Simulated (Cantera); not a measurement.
A perfectly stirred reactor is fed with C2H6 : N2 = 1 : 2.2 (molar parts), at 39000 Pa; it is held at 1598 K, and followed from long to short residence time.

Detailed kinetics in Cantera: GRI-Mech 3.0 (53 species, 325 reactions). GRI-Mech 3.0 stops at C3 and has no aromatics, soot or wall deposition, so with more carbon than oxygen in the feed, carbon stays in small species such as C2H2 where larger ones or solid carbon would form.

| quantity | before | after |
|---|---|---|
| x(C2H6) at τ = 3.60 s | 2.30e-5 | 3.75e-5 |
| x(HCN) at τ = 3.60 s | 2.19e-7 | 1.46e-6 |
| x(H) at τ = 3.60 s | 5.87e-5 | 0.000211 |
| x(H2) at τ = 3.60 s | 0.350 | 0.358 |
| x(C2H4) at τ = 3.60 s | 0.00293 | 0.000727 |
| x(C2H6) at τ = 0.100 s | 0.000454 | 0.000888 |
| x(HCN) at τ = 0.100 s | 1.17e-7 | 6.54e-7 |
| x(H) at τ = 0.100 s | 0.000109 | 0.000358 |
| x(H2) at τ = 0.100 s | 0.314 | 0.310 |
| x(C2H4) at τ = 0.100 s | 0.00526 | 0.00537 |

Name the change that produced these shifts.
A. pressure from 39000 Pa to 2670 Pa
B. temperature 1598 to 1898 K
C. pressure from 39000 Pa to 101000 Pa
D. pressure from 39000 Pa to 6200 Pa

D, pressure from 39000 Pa to 6200 Pa
